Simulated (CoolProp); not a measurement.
Vapour-liquid equilibrium of ethanol (1) + cyclohexane (2) at 953 kPa; x and y are mole fractions of (1).

The numbers come from the multi-fluid Helmholtz-energy mixture model, Schroeder 2014 and Zhou 2014; pair parameters Bell 2016 in CoolProp.

| x | bubble temperature (°C) | y at the bubble point | dew temperature at overall composition x (°C) | liquid density (mol/L) |
|---|---|---|---|---|
| 0.05 | 167.8 | 0.191 | 176.3 | 7.495 |
| 0.15 | ___ | 0.390 | 170.3 | 7.958 |
| 0.25 | 149.8 | 0.486 | 164.2 | ___ |
| 0.35 | 147.0 | 0.542 | 157.9 | 8.841 |
| 0.45 | 145.5 | 0.582 | 151.8 | 9.361 |
| 0.55 | 144.6 | 0.620 | 146.6 | 9.968 |
| 0.65 | 144.3 | 0.663 | 144.3 | 10.68 |
| 0.75 | ___ | 0.720 | 144.7 | 11.51 |
| 0.85 | 145.4 | 0.802 | 146.1 | 12.46 |
| 0.95 | 147.4 | 0.922 | 147.9 | 13.54 |

Fill in the missing entries.


- 0.15, bubble temperature (°C): 155.4
- 0.25, liquid density (mol/L): 8.385
- 0.75, bubble temperature (°C): 144.4

y crosses x between x = 0.65 and 0.75: the model has an azeotrope there.

The pair parameters rest on a limited set of measurements; away from them the model extrapolates.
